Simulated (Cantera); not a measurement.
**Carbothermic reduction: SiO2 + CH4 + N2**

Feed: 1 mol SiO2, 0.65 mol CH4, 20 mol N2, at 21000 Pa.

Method: chemical equilibrium by Gibbs-energy minimisation in Cantera with the NASA 1993 tables (ideal gas, pure condensed phases). Candidate condensed phases: C, C6H6, C7H8, C8H18, H2O, Si, SiC, SiO2, Si2N2O, Si3N4; 151 gas species. N2 is the only nitrogen source here; it is nearly inert below about 1500 K, so the nitride shown seldom forms there in practice. Mutual solubility and eutectic melting of coexisting phases are not modelled. The tables hold silica as quartz up to 1696 K and as liquid above; real silica turns to tridymite and cristobalite and melts near 1996 K. Rates play no part.

```
T (K)   x N2    x H2      x CO     x CH4    x H2O    x HCN    x CO2    x NH3  n C(graphite)  n SiO2(β-quartz)  n Si2N2O(s)
-----  -----  ------  --------  --------  -------  -------  -------  -------  -------------  ----------------  -----------
925    0.939  0.0607  0.000185  0.000175  3.50e-6  3.38e-7  2.16e-8  3.02e-6          0.642             0.997      0.00134
975    0.938  0.0608  0.000606   9.76e-5  4.65e-6  8.22e-7  7.41e-8  2.10e-6          0.635             0.991      0.00434
1025   0.937  0.0608   0.00177   5.71e-5  5.99e-6  1.83e-6  2.26e-7  1.51e-6          0.611             0.975       0.0126
1075   0.935  0.0608   0.00465   3.50e-5  7.50e-6  3.78e-6  6.18e-7  1.11e-6          0.550             0.934       0.0332
1125   0.928  0.0605    0.0112   2.22e-5  9.16e-6  7.28e-6  1.54e-6  8.36e-7          0.409             0.839       0.0803
1175   0.915  0.0600    0.0250   1.45e-5  1.09e-5  1.32e-5  3.54e-6  6.35e-7          0.109             0.639        0.180
1225   0.910  0.0598    0.0299   5.65e-6  1.29e-5  1.31e-5  4.38e-6  4.99e-7              0             0.567        0.217
1275   0.910  0.0598    0.0299   2.02e-6  1.50e-5  1.10e-5  4.52e-6  4.02e-7              0             0.567        0.217
1325   0.910  0.0598    0.0299   7.84e-7  1.74e-5  9.46e-6  4.66e-6  3.29e-7              0             0.566        0.217
1375   0.910  0.0598    0.0299   3.25e-7  1.98e-5  8.20e-6  4.80e-6  2.74e-7              0             0.566        0.217
```
x: gas mole fraction; n: condensed amount in mol.

From 925 K to 1175 K the condensed part is C(graphite) + SiO2(β-quartz) + Si2N2O(s). From 1225 K to 1375 K the condensed part is SiO2(β-quartz) + Si2N2O(s).
